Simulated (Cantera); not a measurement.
**Silicon etching in halogen gases: Si + F2 + N2**

A closed system holds: 1 mol Si, 6 mol F2, 86 mol N2, at 435 Torr.

Method: chemical equilibrium by Gibbs-energy minimisation in Cantera with the NASA 1993 tables (ideal gas, pure condensed phases). Candidate condensed phases: Si, Si3N4; 16 gas species. Rates play no part.

```csv
T (K),x N2,x F,x F2,x NF3,x SiF4,x NF2
798,0.953,0.00125,0.0141,0.0201,0.0112,1.50e-7
823,0.952,0.00210,0.0185,0.0167,0.0112,2.31e-7
848,0.949,0.00332,0.0230,0.0132,0.0111,3.32e-7
873,0.947,0.00502,0.0270,0.00985,0.0111,4.47e-7
898,0.945,0.00725,0.0300,0.00700,0.0110,5.65e-7
923,0.942,0.0101,0.0318,0.00476,0.0110,6.78e-7
948,0.940,0.0135,0.0324,0.00313,0.0109,7.77e-7
973,0.938,0.0175,0.0319,0.00201,0.0109,8.56e-7
998,0.935,0.0221,0.0306,0.00126,0.0109,9.12e-7
1023,0.933,0.0272,0.0286,0.000779,0.0108,9.43e-7
1048,0.930,0.0328,0.0261,0.000474,0.0108,9.49e-7
1073,0.927,0.0387,0.0234,0.000283,0.0108,9.29e-7
```
x: gas mole fraction; nothing condenses.

From 798 K to 1073 K nothing is condensed. The main Si-bearing gas is SiF4 throughout.
